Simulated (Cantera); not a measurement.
An isothermal, constant-pressure homogeneous reactor starts with 64.5 % N₂O, 35.5 % N₂, at 1575 K and 1.00 atm.

Cantera simulation using GRI-Mech 3.0 (53 species, 325 reactions); the numbers are that mechanism's predictions, not measurements. GRI-Mech 3.0 was tuned for natural gas; its chemistry of N2O as a main component is partial and can be far from experiment. The temperature is held fixed by assumption; the heat of reaction is taken as removed at once.

x: mole fraction; the columns are a selection and need not sum to one.

```tsv
t (s)	x N₂O	x NO	x O₂	x N₂	x NO₂
0.000100	0.634	0.00229	0.00285	0.360	___
0.000339	0.609	0.00772	0.00964	0.373	___
0.00115	0.533	0.0240	0.0302	0.413	___
0.00389	0.351	0.0617	0.0799	0.507	___
0.0132	0.111	0.106	0.149	0.634	0.000601
0.0447	0.00768	0.116	0.183	0.693	0.000585
0.152	1.02e-5	0.116	0.186	0.698	0.000471
0.514	4.74e-6	0.115	0.186	0.698	0.000470
1.74	4.67e-6	0.115	0.186	0.699	0.000467
5.90	4.44e-6	0.112	0.188	0.700	0.000457
20.0	3.77e-6	0.103	0.192	0.705	0.000425
```

Q: Fill in the missing entries.

A: 
- 0.000100, x NO₂: 2.56e-6
- 0.000339, x NO₂: 2.20e-5
- 0.00115, x NO₂: 0.000113
- 0.00389, x NO₂: 0.000340
